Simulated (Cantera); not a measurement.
Input: 1 mol B2O3, 19 mol H2O, 3.1 mol H2, 1.3 mol HF, at 56000 Pa.

These are equilibrium values from Cantera (NASA tables, ideal gas, pure condensed phases), not measurements of a reactor. Candidate condensed phases: B, B2O3, B3O3H3, H2O; 43 gas species. Gases not in the tables: H3BO3. Rates play no part.

Problem. At 1125 K, list the 4 most abundant gas species with their mole fractions, and the condensed phases.

Solution. H2O 0.804, H2 0.133, HF 0.0533, (HBO2)3 0.00847. Condensed: B2O3(l).
